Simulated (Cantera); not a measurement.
A diamond (100) surface in a fixed gas of H2 with x(CH4) = 0.0047, x(H) = 0.00025, at 1325 K, 0.158 atm; coverages are run to steady state.

Computed with Cantera and the Harris–Goodwin 1993 mechanism for the reconstructed diamond (100) surface.

θ: site fractions in the mechanism's names (c6HH fully hydrogenated, c6H* and c6*H radical sites, c6** diradical, c6HM methylated).

```csv
x(CH3),growth (µm/h),θ c6HH,θ c6H*,θ c6*H,θ c6**,θ c6HM
1e-06,…,0.541,0.0398,0.408,0.0112,2.60e-6
2.3e-06,…,0.541,0.0398,0.408,0.0112,5.98e-6
5.3e-06,…,0.541,0.0397,0.408,0.0112,1.38e-5
1.2e-05,…,0.541,0.0397,0.408,0.0112,3.12e-5
2.8e-05,…,0.541,0.0397,0.408,0.0111,7.27e-5
6.5e-05,…,0.541,0.0397,0.407,0.0110,0.000169
0.00015,…,0.540,0.0397,0.407,0.0108,0.000388
0.00034,…,0.539,0.0395,0.406,0.0104,0.000872
0.00079,…,0.536,0.0393,0.403,0.00956,0.00199
```

### Question
Complete the blanks.

### Answer

- 1e-06, growth (µm/h): 0.00513
- 2.3e-06, growth (µm/h): 0.0118
- 5.3e-06, growth (µm/h): 0.0272
- 1.2e-05, growth (µm/h): 0.0615
- 2.8e-05, growth (µm/h): 0.143
- 6.5e-05, growth (µm/h): 0.330
- 0.00015, growth (µm/h): 0.748
- 0.00034, growth (µm/h): 1.64
- 0.00079, growth (µm/h): 3.52
